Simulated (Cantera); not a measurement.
Input: 1 mol CuO, a varied amount of CH4, 17 mol H2, held at 2525 K and 133 Pa.

Equilibrium computed with Cantera from the NASA thermochemical tables; the gas is ideal and each condensed phase is pure. Candidate condensed phases: C, C6H6, C7H8, C8H18, Cu, CuO, Cu(OH)2, Cu2O, H2O; 113 gas species. Kinetics and transport are ignored.

Which condensed phases are stable at each of these points (n(CH4) (mol)): 0.41, 0.54, 0.67, 0.8, 0.93, 1.1, 1.2, 1.3, 1.5, 1.6, 1.7?


```csv
n(CH4) (mol),condensed phases,Cu condensed (%)
0.41,gas only,0.0
0.54,gas only,0.0
0.67,gas only,0.0
0.8,gas only,0.0
0.93,gas only,0.0
1.1,gas only,0.0
1.2,gas only,0.0
1.3,gas only,0.0
1.5,C(graphite),0.0
1.6,C(graphite),0.0
1.7,C(graphite),0.0
```

From 0.41 mol CH4 to 1.3 mol CH4 nothing is condensed. From 1.5 mol CH4 to 1.7 mol CH4 the condensed part is C(graphite).
